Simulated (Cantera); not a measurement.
Feed: 1 mol Fe₂O₃, 1.6 mol H₂, 14 mol N₂, equilibrated at 1675 K and 10.0 mbar.

Equilibrium computed with Cantera from the NASA thermochemical tables; the gas is ideal and each condensed phase is pure. Candidate condensed phases: Fe, FeO, Fe(OH)₂, Fe(OH)₃, Fe₂O₃, Fe₃O₄, H₂O; 27 gas species. The tables' stoichiometric FeO is somewhat more stable than real wüstite, so its field is too wide. FeO: taken at fixed stoichiometry. The numbers say what is thermodynamically allowed, not how fast it happens.

Base state: N₂ 0.897, H₂O 0.0642, H₂ 0.0382, H 0.000227, Fe 0.000117, OH 1.84e-5 (mole fractions); condensed: FeO(l).

Question: What changes in the equilibrium state with this change: Fe₂O₃ replaced by CuO?

Answer: 
```csv
species,before,after
N₂,0.897,0.887
H₂O,0.0642,0.0633
H₂,0.0382,0.0379
Cu,0,0.0114
Fe,0.000117,0
Cu₂,0,1.22e-5
OH,1.84e-5,1.83e-5
H,0.000227,0.000226
"FeO(l), mol",2.00,0
"Cu(l), mol",0,0.819
```
Further candidate phases: Cu, CuO, Cu(OH)₂, Cu₂O.
